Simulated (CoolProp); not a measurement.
Saturated liquid density (kg/m³) of sulfur dioxide: the reference equation beside estimates from Tc = 157.5 °C, pc = 78.87 bar, ω = 0.256. Rackett uses Z = 0.29056 − 0.08775 ω.

Computed with CoolProp (reference Helmholtz-energy equation of state, Gao 2016).

```
T (°C)  reference  Rackett  van der Waals  Redlich-Kwong  Soave-Redlich-Kwong  Peng-Robinson
------  ---------  -------  -------------  -------------  -------------------  -------------
28.95        1356     1337          804.4           1166                 1213           1374
32.55        1345     1327          798.4           1155                 1203            [?]
36.05        1335     1317          792.6           1145                 1193           1352
39.65         [?]     1306          786.4           1134                 1183           1341
43.15        1314     1296          780.4           1123                 1173           1329
46.75        1303     1286          774.0           1112                 1162           1317
50.25        1292     1275          767.8           1100                 1151           1305
53.85        1281     1264          761.2           1089                 1139           1292
57.45        1270     1253          754.5           1077                 1127            [?]
60.95         [?]     1242          747.8           1065                  [?]           1266
64.55        1246     1231          740.9           1052                 1103            [?]
```

### Question
Complete the blanks.

### Answer

- 32.55, Peng-Robinson: 1363
- 39.65, reference: 1324
- 57.45, Peng-Robinson: 1279
- 60.95, reference: 1258
- 60.95, Soave-Redlich-Kwong: 1116
- 64.55, Peng-Robinson: 1252

Absolute difference from the reference over all 11 rows, mean and median: Rackett 1.3 and 1.3 %, van der Waals 40.6 and 40.6 %, Redlich-Kwong 14.7 and 14.7 %, Soave-Redlich-Kwong 10.9 and 10.8 %, Peng-Robinson 1.0 and 1.1 %.
